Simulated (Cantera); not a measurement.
Feed: 1 mol CuO, 7.8 mol C, 6.7 mol N₂, at 0.360 bar.

Equilibrium computed with Cantera from the NASA thermochemical tables; the gas is ideal and each condensed phase is pure. Candidate condensed phases: C, Cu, CuO, Cu₂O; 27 gas species. The numbers say what is thermodynamically allowed, not how fast it happens.

Task: What share of the Cu ends up in condensed phases as a function of T (°C), at 1800, 1850, 1900, 1950, 2000, 2050, 2100, 2150, 2200, 2250, 2300?

Result: 
```
T (°C)  Cu condensed (%)     as
------  ----------------  -----
1800                81.7  Cu(l)
1850                71.7  Cu(l)
1900                56.9  Cu(l)
1950                35.0  Cu(l)
2000                 2.6  Cu(l)
2050                 0.0      -
2100                 0.0      -
2150                 0.0      -
2200                 0.0      -
2250                 0.0      -
2300                 0.0      -
```
